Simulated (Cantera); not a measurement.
Cantera run:

```python
import numpy as np
import cantera as ct

gas_names = """
    AL ALCL ALCL2 ALCL3 ALH AL2 AL2CL6 CL CL2 H HCL H2
""".split()
cond_names = """
    AL(cr) AL(L) ALCL3(s) ALCL3(L)
""".split()


def load(file, names, dense=False):
    # The tables refer to 1 bar. Condensed volumes are neglected.
    table = {s.name: s for s in ct.Species.list_from_file(file)}
    out = []
    for n in names:
        d = dict(table[n].input_data)
        d["thermo"] = dict(d["thermo"], **{"reference-pressure": 1e5})
        if dense:
            d["equation-of-state"] = {"model": "constant-volume", "density": "1e6 g/cm^3"}
        out.append(ct.Species.from_dict(d))
    return out


gas = ct.Solution(thermo="ideal-gas", species=load("nasa_gas.yaml", gas_names))
cond = {s.name: ct.Solution(thermo="fixed-stoichiometry", species=[s], name=s.name)
        for s in load("nasa_condensed.yaml", cond_names, dense=True)}
atoms = {
    'Al': {'AL': 1},
    'HCl': {'H': 1, 'CL': 1},
}
top_T = {}  # K; cautious upper limits of use, not melting points


def equilibrate(T, P, feed):
    n = {}
    for name, mol in feed.items():
        for a, k in atoms[name].items():
            n[a] = n.get(a, 0.0) + k * mol
    gas.TPX = T, P, n
    mass = sum(n.values()) * gas.mean_molecular_weight
    gas.equilibrate("TP")
    valid = [c for c in cond.values() if c.min_temp <= T <= top_T.get(c.name, c.max_temp)]
    mix = ct.Mixture([(gas, mass / gas.mean_molecular_weight)] + [(c, 0.0) for c in valid])
    mix.T, mix.P = T, P
    mix.equilibrate("TP", solver="vcs", rtol=1e-11, max_steps=5000)
    return mix


results = []
feed = {'Al': 1, 'HCl': 11}  # mol
P = 1.7  # Pa
for T in [725, 775, 825, 875, 925, 975, 1025, 1075, 1125, 1175, 1225, 1275, 1325]:
    mix = equilibrate(T, P, feed)
    results.append((T, P, feed, dict(zip(mix.species_names, mix.species_moles))))

top = {s: max(r[3][s] / sum(r[3][g] for g in gas_names) for r in results) for s in gas_names}
cols = sorted((s for s in top if top[s] > 1e-05), key=lambda s: -top[s])[:9]
seen = [c for c in cond_names if any(r[3].get(c, 0) > 1e-12 for r in results)]
print("log10 of partial pressures in bar; condensed amounts in mol")
print(f"{'T/K':>10s}" + "".join(f"{s[:9]:>10s}" for s in cols + seen))
for T, P, feed, n in results:
    ng = sum(n[g] for g in gas_names)
    print(f"{T:10.4g}" + "".join(f"{np.log10(max(n[s] / ng * P / 1e5, 1e-99)):10.3f}" for s in cols)
          + "".join(f"{n.get(c, 0):10.4g}" for c in seen))
```

Output:

```
log10 of partial pressures in bar; condensed amounts in mol
       T/K       HCL        H2     ALCL3     ALCL2      ALCL        CL         H
       725    -4.888    -5.615    -5.791   -14.054   -18.730   -15.070   -15.837
       775    -4.888    -5.615    -5.791   -13.086   -17.135   -14.061   -14.811
       825    -4.888    -5.615    -5.791   -12.236   -15.736   -13.173   -13.908
       875    -4.888    -5.615    -5.791   -11.485   -14.499   -12.385   -13.107
       925    -4.888    -5.615    -5.791   -10.817   -13.398   -11.681   -12.392
       975    -4.888    -5.615    -5.791   -10.218   -12.411   -11.048   -11.749
      1025    -4.888    -5.615    -5.791    -9.679   -11.523   -10.477   -11.168
      1075    -4.888    -5.615    -5.791    -9.191   -10.718    -9.958   -10.641
      1125    -4.888    -5.615    -5.791    -8.747    -9.986    -9.484   -10.160
      1175    -4.888    -5.615    -5.792    -8.343    -9.319    -9.050    -9.719
      1225    -4.887    -5.616    -5.794    -7.974    -8.709    -8.651    -9.314
      1275    -4.887    -5.618    -5.799    -7.639    -8.152    -8.282    -8.942
      1325    -4.886    -5.623    -5.811    -7.338    -7.649    -7.938    -8.598
```

Equilibrium computed with Cantera from the NASA thermochemical tables; the gas is ideal and each condensed phase is pure. The tables' values for AlCl2 are old estimates; treat these amounts as uncertain.
